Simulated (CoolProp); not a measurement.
Vapour-liquid equilibrium of R227EA (1) + isobutane (2) at 0.104 MPa; x and y are mole fractions of (1).

The numbers come from the multi-fluid Helmholtz-energy mixture model, Lemmon 2016 and Bücker 2006; pair parameters Bell 2016 in CoolProp.

Q: Give the bubble temperature and the first vapour's composition at x = 0.2, 0.8, 0.95. Is there an azeotrope?

A: x = 0.2: 251.1 K, y = 0.441; x = 0.8: 250.8 K, y = 0.639; x = 0.95: 254.7 K, y = 0.853. y crosses x between x = 0.5 and 0.65: the model has an azeotrope there.

Pair parameters are fitted to limited data, so mixtures are less certain than the pure fluids.
